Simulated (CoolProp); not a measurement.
Vapour-liquid equilibrium of nitrogen (1) + oxygen (2) at 92.5 kPa; x and y are mole fractions of (1).

Values from CoolProp's multi-fluid Helmholtz-energy mixture model, Span 2000 and Schmidt 1985; pair parameters Gernert 2013.

Problem. Give the bubble temperature and the first vapour's composition at x = 0.45, 0.55, 0.85. Is there an azeotrope?

Solution. x = 0.45: 81.2 K, y = 0.773; x = 0.55: 80.1 K, y = 0.835; x = 0.85: 77.6 K, y = 0.958. No azeotrope shows between x = 0.05 and 0.95.

The pair parameters rest on a limited set of measurements; away from them the model extrapolates.
